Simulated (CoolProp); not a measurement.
A simple Rankine cycle with water: condensing at 319.15 K, boiler at 19.6 MPa, turbine inlet 652.2 K, turbine efficiency 0.9, pump efficiency 0.7, no recuperator. Each further row changes one setting.

The numbers come from the reference Helmholtz-energy equation of state, Wagner 2002 in CoolProp.

| case | thermal efficiency (%) | net work (kJ/kg) | heat in (kJ/kg) | turbine exit temperature (K) | volume ratio over the turbine |
|---|---|---|---|---|---|
| as stated | 35.0 | 858 | 2450 | 319.1 | 1130 |
| turbine inlet 672.2 K | 35.6 | 928 | 2600 | 319.1 | 994 |
| condensing temperature 311.15 K | 35.9 | 892 | 2490 | 311.2 | 1660 |
| boiler pressure 13.7 MPa | 35.0 | 950 | 2710 | 319.1 | 657 |
| turbine efficiency 0.8 | 31.0 | 759 | 2450 | 319.1 | 1200 |

The expansion ends wet for: as stated; turbine inlet 672.2 K; condensing temperature 311.15 K; boiler pressure 13.7 MPa; turbine efficiency 0.8.
